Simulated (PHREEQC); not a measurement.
Acid rinse or clean (model solution)

Consider water at 25 °C with 0.011 mol HCl, 0.021 mol AlCl3 and 0.00011 mol MnSO4 per kg of water. Closed to the air; pH follows from the charge balance.

All values are PHREEQC results (ion-association model, phreeqc.dat), not measurements.

No solid was allowed to form.

Problem. Predict the pH, density.

Solution. pH 2.05; density 1.000 g/cm³.

Problem. In which forms is Mn present?

Solution. Mn+2 90 %, MnCl+ 9.7 % of the Mn.
